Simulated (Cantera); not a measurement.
Charge: 1 mol TEOS, 2.7 mol NO, 1.5 mol N2, held at 875 °C and 0.280 bar.

Cantera equilibrium calculation (NASA polynomials, part measured and part estimated; ideal gas, pure solids and liquids). Candidate condensed phases: C, C6H6, C7H8, C8H18, H2O, Si, SiC, SiO2, Si2N2O, Si3N4; 151 gas species. The feed counts by its element totals alone. The tables hold silica as quartz up to 1696 K and as liquid above; real silica turns to tridymite and cristobalite and melts near 1996 K. Rates play no part.

Base state: H2 0.566, CO 0.266, N2 0.163, CH4 0.00214, H2O 0.00202, CO2 0.000803, HCN 1.24e-5, NH3 1.19e-5 (mole fractions); condensed: C(graphite) + SiO2(β-quartz).

Question: What changes in the equilibrium state with this change: temperature from 875 °C to 1000 °C?

Answer: 
```tsv
species	before	after
H2	0.566	0.568
CO	0.266	0.267
N2	0.163	0.163
H2O	0.00202	0.000506
CO2	0.000803	0.000144
HCN	1.24e-5	4.85e-5
CH4	0.00214	0.000850
C(graphite), mol	3.31	3.30
SiO2(β-quartz), mol	1.00	1.00
```

Question: What changes in the equilibrium state with this change: temperature from 875 °C to 375 °C?

Answer: 
```json
[
 {"species": "H2O", "before": "0.00202", "after": "0.294"},
 {"species": "N2", "before": "0.163", "after": "0.255"},
 {"species": "CH4", "before": "0.00214", "after": "0.217"},
 {"species": "H2", "before": "0.566", "after": "0.169"},
 {"species": "CO", "before": "0.266", "after": "0.00227"},
 {"species": "CO2", "before": "0.000803", "after": "0.0627"},
 {"species": "HCN", "before": "1.24e-5", "after": "<1e-9"},
 {"species": "NH3", "before": "1.19e-5", "after": "0.000189"},
 {"species": "C(graphite), mol", "before": "3.31", "after": "4.86"},
 {"species": "SiO2(β-quartz), mol", "before": "1.00", "after": "0"},
 {"species": "SiO2(α-quartz), mol", "before": "0", "after": "1.00"}
]
```
